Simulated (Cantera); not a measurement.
A freely propagating, adiabatic, planar premixed flame of CH4 : CO : O2 : N2 : CO2 = 1 : 0.42 : 2.7 : 10.1 : 0.8 (molar parts), equivalence ratio 0.82, unburnt at 475 K and 0.158 atm; mixture-averaged transport, grid criteria slope 0.08 and curve 0.16, no radiation.

Model: GRI-Mech 3.0 (53 species, 325 reactions), integrated in Cantera. Burning velocities carry a grid error of a few per cent, more on coarse grids.

x: mole fraction of selected species; z is measured from the peak of heat release.

```csv
z (mm),T (K),u (m/s),x CH4,x CO,x O2,x CH2O,x H2O,x C2H2
-6.73,475,0.894,0.0666,0.0280,0.180,<1e-8,3.21e-6,<1e-8
-4.48,475,0.895,0.0665,0.0279,0.180,2.48e-7,5.75e-5,<1e-8
-3.36,477,0.900,0.0663,0.0279,0.179,2.14e-6,0.000330,<1e-8
-2.24,500,0.946,0.0649,0.0282,0.177,2.75e-5,0.00308,___
-1.12,751,1.44,0.0512,0.0338,0.159,0.000210,0.0285,___
-0.561,1089,2.10,0.0307,0.0447,0.129,0.000535,0.0612,___
0,1440,2.79,0.00817,0.0563,0.0887,0.000529,0.0964,___
0.561,1582,3.06,0.000723,0.0528,0.0643,8.49e-5,0.113,___
1.12,1618,3.12,3.57e-5,0.0439,0.0554,4.72e-6,0.116,___
2.24,1655,3.18,1.20e-7,0.0335,0.0501,1.71e-8,0.115,<1e-8
4.48,1704,3.25,<1e-8,0.0273,0.0472,<1e-8,0.116,<1e-8
8.97,1766,3.36,<1e-8,0.0243,0.0451,<1e-8,0.119,<1e-8
17.9,1838,3.48,<1e-8,0.0208,0.0428,<1e-8,0.122,<1e-8
```

Problem. Some entries are withheld; supply them.

Solution. 
- -2.24, x C2H2: 4.90e-8
- -1.12, x C2H2: 1.36e-6
- -0.561, x C2H2: 5.17e-6
- 0, x C2H2: 1.02e-5
- 0.561, x C2H2: 1.46e-6
- 1.12, x C2H2: 3.36e-8
